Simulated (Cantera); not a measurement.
**Silicon carbide growth: Si(CH3)4 + CH4 + H2**

Input: 1 mol Si(CH3)4, 0.011 mol CH4, 2.4 mol H2, at 2473 K.

Cantera equilibrium calculation (NASA polynomials, part measured and part estimated; ideal gas, pure solids and liquids). Candidate condensed phases: C, C6H6, C7H8, C8H18, Si, SiC; 87 gas species. Gases not in the tables: Si2H6 and higher silanes. The numbers say what is thermodynamically allowed, not how fast it happens.

```csv
P (Pa),x H2,x H,x Si,x SiC2,n C(graphite),n SiC(s)
100,0.444,0.470,0.0641,0.0154,3.50,0
320,0.601,0.305,0.0682,0.0164,3.48,0
1000,0.714,0.188,0.0657,0.0158,3.47,0
3200,0.839,0.114,0.0272,0.00652,3.10,0.603
10000,0.911,0.0673,0.00870,0.00209,2.93,0.875
32000,0.948,0.0384,0.00272,0.000652,2.88,0.959
100000,0.967,0.0219,0.000870,0.000209,2.86,0.985
```
x: gas mole fraction; n: condensed amount in mol.

From 0.750 Torr to 7.50 Torr the condensed part is C(graphite). From 24.0 Torr to 750 Torr the condensed part is C(graphite) + SiC(s). The main Si-bearing gas is Si throughout.
